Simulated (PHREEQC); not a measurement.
Solution (49 °C): 34 mmol/kgw CuCl2 and 0.56 mmol/kgw Na2SO4. Closed to the air; pH follows from the charge balance.

All values are PHREEQC results (ion-association model, phreeqc.dat), not measurements.

No solid was allowed to form.

Q: Predict the pH, density, ionic strength.

A: pH 4.22; density 0.993 g/cm³; ionic strength 0.0911 mol/kgw.

Q: In which forms is Cu present?

A: Cu+2 82 %, CuCl+ 16 %, CuSO4 0.8 % of the Cu.

Complexes and solids missing from the database can't appear. Away from 25 °C the constants follow the database's enthalpies or fits; those with neither stay at their 25 °C values.
